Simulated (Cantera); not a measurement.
Charge: 1 mol SiO2, a varied amount of CH4, 20 mol H2, at 1252 °C and 100 Torr.

These are equilibrium values from Cantera (NASA tables, ideal gas, pure condensed phases), not measurements of a reactor. Candidate condensed phases: C, C6H6, C7H8, C8H18, H2O, Si, SiC, SiO2; 123 gas species. Mutual solubility and eutectic melting of coexisting phases are not modelled. The tables hold silica as quartz up to 1696 K and as liquid above; real silica turns to tridymite and cristobalite and melts near 1996 K. Equilibrium is a limit: real reactors are often held back by kinetics, nucleation or transport.

Q: Which condensed phases are stable at each of these points (n(CH4) (mol)): 0.67, 0.78, 0.91, 1.1, 1.2, 1.4, 1.6, 1.9, 2.2, 2.6, 3, 3.4, 4?

A: 
| n(CH4) (mol) | condensed phases | Si condensed (%) |
|---|---|---|
| 0.67 | SiC(s) + SiO2(β-quartz) | 97.3 |
| 0.78 | SiC(s) + SiO2(β-quartz) | 97.4 |
| 0.91 | SiC(s) + SiO2(β-quartz) | 97.4 |
| 1.1 | SiC(s) + SiO2(β-quartz) | 97.5 |
| 1.2 | SiC(s) + SiO2(β-quartz) | 97.6 |
| 1.4 | SiC(s) + SiO2(β-quartz) | 97.6 |
| 1.6 | SiC(s) + SiO2(β-quartz) | 97.6 |
| 1.9 | SiC(s) + SiO2(β-quartz) | 97.7 |
| 2.2 | SiC(s) + SiO2(β-quartz) | 97.7 |
| 2.6 | SiC(s) + SiO2(β-quartz) | 97.7 |
| 3 | C(graphite) + SiC(s) | 99.6 |
| 3.4 | C(graphite) + SiC(s) | 99.6 |
| 4 | C(graphite) + SiC(s) | 99.6 |

From 0.67 mol CH4 to 2.6 mol CH4 the condensed part is SiC(s) + SiO2(β-quartz). From 3 mol CH4 to 4 mol CH4 the condensed part is C(graphite) + SiC(s).
